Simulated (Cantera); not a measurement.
Charge: 1 mol Cu2O, 0.53 mol H2, equilibrated at 1775 K and 1 atm.

Equilibrium computed with Cantera from the NASA thermochemical tables; the gas is ideal and each condensed phase is pure. Candidate condensed phases: Cu, CuO, Cu(OH)2, Cu2O, H2O; 12 gas species. Each liquid is taken as pure. Mutual solubility and eutectic melting of coexisting phases are not modelled. The numbers say what is thermodynamically allowed, not how fast it happens.

Base state: H2O 0.996, O2 0.00236, H2 0.000866, OH 0.000606, Cu 0.000399 (mole fractions); condensed: Cu(l) + Cu2O(l).

Task: What changes in the equilibrium state with this change: pressure from 1 atm to 1.33 mbar?

Result: 
```csv
species,before,after
H2O,0.996,0.475
Cu,0.000399,0.303
O2,0.00236,0.211
Cu2,6.85e-7,0.000520
CuO,2.66e-6,0.000693
O,4.62e-6,0.00120
H,8.46e-6,0.000275
"Cu(l), mol",1.06,1.66
"Cu2O(l), mol",0.468,0
```
